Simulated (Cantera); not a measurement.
Input (Python, Cantera) and output of one run.

```python
import numpy as np
import cantera as ct

gas_names = [...]  # 151 gases of nasa_gas.yaml made of C, H, N, O, Si
cond_names = """
    C(gr) C6H6(L) C7H8(L) C8H18(L),n-octa H2O(s) H2O(L) Si(cr) Si(L) SiC(b) SiO2(Lqz) SiO2(hqz) SiO2(L)
    Si2N2O(s) Si3N4(a)
""".split()


# ... load() reads the species with a 1 bar reference pressure and builds the phases ...
atoms = {
    'Si2H6': {'Si': 2, 'H': 6},
    'CO2': {'C': 1, 'O': 2},
    'N2': {'N': 2},
    'O2': {'O': 2},
}
top_T = {'C(gr)': 4500, 'SiC(b)': 3050, 'Si2N2O(s)': 2100, 'Si3N4(a)': 2400}  # K; cautious upper limits of use, not melting points


# ... equilibrate(T, P, feed) seeds the gas with the atoms and calls Mixture.equilibrate('TP', solver="vcs", rtol=1e-11, max_steps=5000) ...
results = []
T = 1850  # K
P = 1600  # Pa
for m in [0.61, 1.3, 2, 2.7, 3.3, 4, 4.7, 5.4, 6, 6.7, 7.4, 8.1]:
    feed = {'Si2H6': 1, 'CO2': m, 'N2': 27, 'O2': 2.4}  # mol
    mix = equilibrate(T, P, feed)
    results.append((T, P, feed, dict(zip(mix.species_names, mix.species_moles))))

top = {s: max(r[3][s] / sum(r[3][g] for g in gas_names) for r in results) for s in gas_names}
cols = sorted((s for s in top if top[s] > 0.001), key=lambda s: -top[s])[:9]
seen = [c for c in cond_names if any(r[3].get(c, 0) > 1e-12 for r in results)]
print("log10 of partial pressures in bar; condensed amounts in mol")
print(f"{'n(CO2)':>10s}" + "".join(f"{s[:9]:>10s}" for s in cols + seen))
for T, P, feed, n in results:
    ng = sum(n[g] for g in gas_names)
    print(f"{feed['CO2']:10.4g}" + "".join(f"{np.log10(max(n[s] / ng * P / 1e5, 1e-99)):10.3f}" for s in cols)
          + "".join(f"{n.get(c, 0):10.4g}" for c in seen))
```

Output:

```
log10 of partial pressures in bar; condensed amounts in mol
    n(CO2)        N2       CO2       H2O        H2        CO   SiO2(L)
      0.61    -1.851    -4.279    -3.161    -3.061    -3.575     1.986
       1.3    -1.860    -3.757    -3.046    -3.204    -3.311     1.992
         2    -1.870    -3.441    -2.984    -3.342    -3.196     1.995
       2.7    -1.879    -3.228    -2.951    -3.465    -3.138     1.996
       3.3    -1.887    -3.092    -2.936    -3.558    -3.110     1.997
         4    -1.896    -2.970    -2.927    -3.653    -3.092     1.998
       4.7    -1.905    -2.874    -2.923    -3.735    -3.082     1.998
       5.4    -1.914    -2.795    -2.923    -3.808    -3.077     1.998
         6    -1.921    -2.739    -2.924    -3.864    -3.075     1.999
       6.7    -1.929    -2.682    -2.927    -3.924    -3.075     1.999
       7.4    -1.938    -2.633    -2.931    -3.978    -3.077     1.999
       8.1    -1.946    -2.591    -2.935    -4.028    -3.079     1.999
```

These are equilibrium values from Cantera (NASA tables, ideal gas, pure condensed phases), not measurements of a reactor. The feed counts by its element totals alone. The tables hold silica as quartz up to 1696 K and as liquid above; real silica turns to tridymite and cristobalite and melts near 1996 K.
